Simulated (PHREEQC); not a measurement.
Consider water at 25 °C with 1.3 mmol/kgw H2SO4 and 39 mmol/kgw CaCl2. Closed to the air; pH follows from the charge balance.

All values are PHREEQC results (ion-association model, phreeqc.dat), not measurements.

```
quantity           before     after
---------------  --------  --------
pH                   2.68      2.97
SO4-2 (mol/kgw)  0.000657  0.000375
HSO4- (mol/kgw)   6.03e-5   2.13e-5
```

### Question
Name the change that produced these shifts.
(A) temperature from 25 to 20 °C
(B) CaCl2 left out
(C) diluted 2-fold with water
(D) H2SO4 from 0.0013 to 0.00117 mol/kgw

### Answer
C, diluted 2-fold with water

No solid was allowed to form.
